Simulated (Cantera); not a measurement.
Cantera run:

```python
import numpy as np
import cantera as ct

gas_names = """
    B BCL BCL2 BCL3 BH BH2 BH3 B2 CL CL2 H HCL H2
""".split()
cond_names = """
    B(b) B(L)
""".split()


# ... load() reads the species with a 1 bar reference pressure and builds the phases ...
atoms = {
    'B': {'B': 1},
    'Cl2': {'CL': 2},
    'H2': {'H': 2},
}
top_T = {}  # K; cautious upper limits of use, not melting points


# ... equilibrate(T, P, feed) seeds the gas with the atoms and calls Mixture.equilibrate('TP', solver="vcs", rtol=1e-11, max_steps=5000) ...
results = []
T = 1398  # K
P = 13332.2  # Pa
for m in [0.04, 0.078, 0.15, 0.29, 0.57, 1.1, 2.1, 4.1, 7.9]:
    feed = {'B': 1, 'Cl2': 0.044, 'H2': m}  # mol
    mix = equilibrate(T, P, feed)
    results.append((T, P, feed, dict(zip(mix.species_names, mix.species_moles))))
    x = sorted(zip(gas.X, gas.species_names), reverse=True)
    print(f"T = {T:g} K  P = {P:g} Pa  n(H2) = {m:g} mol  gas = {mix.phase_moles(0):.4g} mol")
    print("   x: " + "  ".join(f"{s} {v:.3e}" for v, s in x if v > 1e-06))
    print("   condensed (mol): " + ("  ".join(f"{mix.phase(i).name} {mix.phase_moles(i):.4g}"
          for i in range(1, mix.n_phases) if mix.phase_moles(i) > 1e-12) or "none"))
```

Output:

```
T = 1398 K  P = 13332.2 Pa  n(H2) = 0.04 mol  gas = 0.0731 mol
   x: H2 3.935e-01  HCL 3.074e-01  BCL3 2.983e-01  BCL2 7.103e-04  BCL 8.106e-05  H 8.129e-06  CL 5.232e-06  BH2 1.252e-06
   condensed (mol): B(b) 0.9781
T = 1398 K  P = 13332.2 Pa  n(H2) = 0.078 mol  gas = 0.1129 mol
   x: H2 5.437e-01  HCL 2.944e-01  BCL3 1.614e-01  BCL2 4.716e-04  BCL 6.604e-05  H 9.555e-06  CL 4.263e-06  BH2 1.730e-06
   condensed (mol): B(b) 0.9817
T = 1398 K  P = 13332.2 Pa  n(H2) = 0.15 mol  gas = 0.1872 mol
   x: H2 6.755e-01  HCL 2.515e-01  BCL3 7.265e-02  BCL2 2.770e-04  BCL 5.062e-05  H 1.065e-05  CL 3.267e-06  BH2 2.149e-06
   condensed (mol): B(b) 0.9863
T = 1398 K  P = 13332.2 Pa  n(H2) = 0.29 mol  gas = 0.3298 mol
   x: H2 7.839e-01  HCL 1.906e-01  BCL3 2.529e-02  BCL2 1.371e-04  BCL 3.561e-05  H 1.147e-05  BH2 2.494e-06  CL 2.298e-06
   condensed (mol): B(b) 0.9916
T = 1398 K  P = 13332.2 Pa  n(H2) = 0.57 mol  gas = 0.6121 mol
   x: H2 8.686e-01  HCL 1.252e-01  BCL3 6.145e-03  BCL2 5.338e-05  BCL 2.222e-05  H 1.208e-05  BH2 2.764e-06  CL 1.434e-06  BH3 1.071e-06
   condensed (mol): B(b) 0.9962
T = 1398 K  P = 13332.2 Pa  n(H2) = 1.1 mol  gas = 1.143 mol
   x: H2 9.253e-01  HCL 7.352e-02  BCL3 1.132e-03  BCL2 1.728e-05  BCL 1.264e-05  H 1.247e-05  BH2 2.944e-06  BH3 1.178e-06
   condensed (mol): B(b) 0.9987
T = 1398 K  P = 13332.2 Pa  n(H2) = 2.1 mol  gas = 2.144 mol
   x: H2 9.593e-01  HCL 4.049e-02  BCL3 1.791e-04  H 1.269e-05  BCL 6.839e-06  BCL2 5.056e-06  BH2 3.052e-06  BH3 1.243e-06
   condensed (mol): B(b) 0.9996
T = 1398 K  P = 13332.2 Pa  n(H2) = 4.1 mol  gas = 4.144 mol
   x: H2 9.788e-01  HCL 2.115e-02  BCL3 2.478e-05  H 1.282e-05  BCL 3.537e-06  BH2 3.114e-06  BCL2 1.352e-06  BH3 1.281e-06
   condensed (mol): B(b) 0.9999
T = 1398 K  P = 13332.2 Pa  n(H2) = 7.9 mol  gas = 7.944 mol
   x: H2 9.889e-01  HCL 1.106e-02  H 1.289e-05  BCL3 3.491e-06  BH2 3.147e-06  BCL 1.840e-06  BH3 1.301e-06
   condensed (mol): B(b) 0.9999
```

Cantera equilibrium calculation (NASA polynomials, part measured and part estimated; ideal gas, pure solids and liquids). The tables' values for BCl2, BCl are old estimates; treat these amounts as uncertain. Gases not in the tables: BHCl2.
